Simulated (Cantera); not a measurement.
# Roasting and sulfation: FeS2 + O2 + CO2 + SO3

Charge: 1 mol FeS2, 0.66 mol O2, 2.7 mol CO2, 4.2 mol SO3, held at 200000 Pa.

These are equilibrium values from Cantera (NASA tables, ideal gas, pure condensed phases), not measurements of a reactor. Candidate condensed phases: C, Fe, Fe(CO)5, FeO, FeS, FeSO4, FeS2, Fe2O3, Fe2(SO4)3, Fe3O4, S; 25 gas species. Mutual solubility and eutectic melting of coexisting phases are not modelled. Equilibrium is a limit: real reactors are often held back by kinetics, nucleation or transport.

| T (K) | x SO2 | x CO2 | x O2 | x SO3 | x CO | n Fe2O3(s) | n Fe3O4(s) |
|---|---|---|---|---|---|---|---|
| 1548 | 0.688 | 0.301 | 0.00846 | 0.00264 | 2.27e-5 | 0.0340 | 0.311 |
| 1573 | 0.688 | 0.301 | 0.00919 | 0.00244 | 3.08e-5 | 0 | 0.333 |
| 1598 | 0.688 | 0.301 | 0.00932 | 0.00220 | 4.27e-5 | 0 | 0.333 |
| 1623 | 0.688 | 0.300 | 0.00943 | 0.00198 | 5.88e-5 | 0 | 0.333 |
| 1648 | 0.688 | 0.300 | 0.00954 | 0.00179 | 8.00e-5 | 0 | 0.333 |
| 1673 | 0.688 | 0.300 | 0.00964 | 0.00162 | 0.000108 | 0 | 0.333 |
| 1698 | 0.688 | 0.300 | 0.00973 | 0.00148 | 0.000144 | 0 | 0.333 |
| 1723 | 0.688 | 0.300 | 0.00982 | 0.00134 | 0.000191 | 0 | 0.333 |
| 1748 | 0.688 | 0.300 | 0.00992 | 0.00123 | 0.000252 | 0 | 0.333 |
| 1773 | 0.688 | 0.300 | 0.0100 | 0.00113 | 0.000328 | 0 | 0.333 |
| 1798 | 0.688 | 0.300 | 0.0101 | 0.00104 | 0.000425 | 0 | 0.333 |
x: gas mole fraction; n: condensed amount in mol.

At 1548 K the condensed part is Fe2O3(s) + Fe3O4(s). From 1573 K to 1798 K the condensed part is Fe3O4(s).
